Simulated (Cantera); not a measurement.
Mixture: CO : H₂ : O₂ : N₂ = 1 : 0.072 : 0.412 : 1.55 (molar parts), at 5.00 bar, adiabatic and at constant volume. Ignition delay is the time to a rise of 400 K.

Computed with Cantera and GRI-Mech 3.0 (53 species, 325 reactions). The hydrogen kinetics of GRI-Mech 3.0 are dated; newer H2 mechanisms differ, most at raised pressure. Where the delays flatten at high temperature, the 400 K rule measures the pace of heat release, not the induction time.

### Question
What does this change do: H2 0.072 to 0.12 parts?

### Answer
```json
[
 {"quantity": "delay at 1225 K", "before": "29.5 µs", "after": "23.2 µs"},
 {"quantity": "delay at 1425 K", "before": "10.4 µs", "after": "8.18 µs"},
 {"quantity": "delay at 1625 K", "before": "6.70 µs", "after": "5.17 µs"},
 {"quantity": "delay at 1825 K", "before": "5.47 µs", "after": "4.17 µs"}
]
```

### Question
What does this change do: pressure from 5.00 bar to 1.40 bar?

### Answer
```json
[
 {"quantity": "delay at 1225 K", "before": "29.5 µs", "after": "75.0 µs"},
 {"quantity": "delay at 1425 K", "before": "10.4 µs", "after": "41.1 µs"},
 {"quantity": "delay at 1625 K", "before": "6.70 µs", "after": "32.1 µs"},
 {"quantity": "delay at 1825 K", "before": "5.47 µs", "after": "31.3 µs"}
]
```
